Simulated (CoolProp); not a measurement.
A Linde-Hampson liquefier for CF4 (R14): isothermal reversible compression at 290 K from 1 atm to 30 MPa, throttling to 1 atm, return gas leaving the recuperator 2 K below the feed. Each further row changes one setting.

Computed with CoolProp (reference Helmholtz-energy equation of state, Platzer 1990). This equation is an older, rougher fit; its heat capacities, sound speeds and derivatives of the liquid may be far off and weren't checked against measurements.

```tsv
case	liquid yield per pass	compression work (kJ/kg of gas)
as stated	?	138
warm-end temperature 320 K	0.245	?
warm-end gap 7 K	?	138
```

**Question.** Complete the blanks.

**Answer.** 
- as stated, liquid yield per pass: 0.313
- warm-end temperature 320 K, compression work (kJ/kg of gas): 159
- warm-end gap 7 K, liquid yield per pass: 0.303
